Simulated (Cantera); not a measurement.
A Cantera script and its output.

```python
import numpy as np
import cantera as ct

gas = ct.Solution("gri30.yaml")
gas.TPX = 998, 45000, {'C3H8': 1, 'O2': 10.2, 'N2': 38.4}
reactor = ct.IdealGasReactor(gas, energy="on", clone=False)
net = ct.ReactorNet([reactor])
net.rtol, net.atol = 1e-08, 1e-16
show = ['C3H8', 'O2', 'N2O', 'H2', 'CH2', 'C2H', 'C2H6']
times = np.geomspace(2e-06, 4, 11)

steps = ct.SolutionArray(gas, extra=["t"])
rows = []
print(f"{'t/s':>10s}{'T/K':>9s}{'P/Pa':>11s}" + "".join(f"{s:>11s}" for s in show))
for t in times:
    while net.time < t:
        t_next = net.step()
        steps.append(gas.state, t=t_next)
    rows.append([np.interp(t, steps.t, y) for y in (steps.T, steps.P, *steps(*show).X.T)])
    print(f"{t:10.3e}{rows[-1][0]:9.1f}{rows[-1][1]:11.4g}" + "".join(f"{x:11.3e}" for x in rows[-1][2:]))
rate = np.gradient(steps.T, steps.t)
print("integrator steps:", len(steps.t))
if steps.T.max() > steps.T[0] + 200:
    print(f"time of steepest temperature rise: {steps.t[rate.argmax()]:.4e} s")
gas.TPX = 998, 45000, {'C3H8': 1, 'O2': 10.2, 'N2': 38.4}
gas.equilibrate("UV")
print(f"equilibrium (UV): T = {gas.T:.1f} K  " + "  ".join(f"{s} {gas[s].X[0]:.3e}" for s in show))
```

Output:

```
       t/s      T/K       P/Pa       C3H8         O2        N2O         H2        CH2        C2H       C2H6
 2.000e-06    998.0    4.5e+04  2.016e-02  2.056e-01  1.315e-20  9.149e-14  1.046e-22  5.446e-38  9.344e-19
 8.534e-06    998.0    4.5e+04  2.016e-02  2.056e-01  1.726e-19  3.880e-12  7.882e-21  7.650e-35  7.574e-17
 3.641e-05    998.0    4.5e+04  2.016e-02  2.056e-01  4.538e-18  5.546e-11  1.350e-19  1.281e-32  6.204e-15
 1.554e-04    998.0    4.5e+04  2.016e-02  2.056e-01  8.993e-17  3.165e-10  1.277e-18  7.528e-31  5.027e-13
 6.629e-04    998.0    4.5e+04  2.016e-02  2.056e-01  1.646e-15  1.569e-09  2.007e-17  1.023e-28  4.123e-11
 2.828e-03    998.0    4.5e+04  2.016e-02  2.056e-01  2.802e-14  1.389e-08  5.316e-16  5.141e-26  3.726e-09
 1.207e-02    998.0    4.5e+04  2.015e-02  2.056e-01  3.223e-13  3.807e-07  1.482e-14  7.473e-23  4.037e-07
 5.149e-02    998.0    4.5e+04  2.011e-02  2.056e-01  1.561e-12  3.155e-06  2.459e-14  6.492e-21  6.160e-06
 2.197e-01    998.3  4.502e+04  1.988e-02  2.055e-01  8.317e-12  1.969e-05  3.976e-14  2.727e-19  3.643e-05
 9.375e-01   1026.9  4.664e+04  1.397e-02  1.999e-01  2.116e-10  1.322e-03  1.044e-10  2.970e-14  6.082e-04
 4.000e+00   2287.7  1.056e+05  5.812e-56  9.664e-02  5.663e-07  4.615e-04  6.805e-20  8.687e-27  1.983e-38
integrator steps: 2536
time of steepest temperature rise: 9.4681e-01 s
equilibrium (UV): T = 2287.7 K  C3H8 1.165e-55  O2 9.664e-02  N2O 5.663e-07  H2 4.615e-04  CH2 1.262e-19  C2H 9.655e-27  C2H6 3.676e-38
```

Computed with Cantera and GRI-Mech 3.0 (53 species, 325 reactions). GRI-Mech 3.0 was tuned for natural gas; its chemistry of propane as a main component is partial and can be far from experiment. Below about 1000 K GRI-Mech 3.0 lacks low-temperature oxidation paths.
